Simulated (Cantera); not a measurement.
A closed system holds: 1 mol CH3F, 0.13 mol CH4, 1.4 mol H2, equilibrated at 2277 °C and 1.33 mbar.

Method: chemical equilibrium by Gibbs-energy minimisation in Cantera with the NASA 1993 tables (ideal gas, pure condensed phases). Candidate condensed phases: C, C6H6, C7H8, C8H18; 95 gas species. Kinetics and transport are ignored.

**Question.** What is the equilibrium state?

**Answer.** 
```
Quantity                 Value
-------------------  ---------
x(H)                     0.476
x(H2)                    0.310
x(HF)                    0.207
x(C2H2 (acetylene))    0.00413
x(C3)                 0.000799
x(F)                  0.000753
x(C2H)                0.000504
x(C)                  0.000245
x(C2)                  7.43e-5
n(C(graphite))        1.07 mol
gas amount           4.814 mol
```
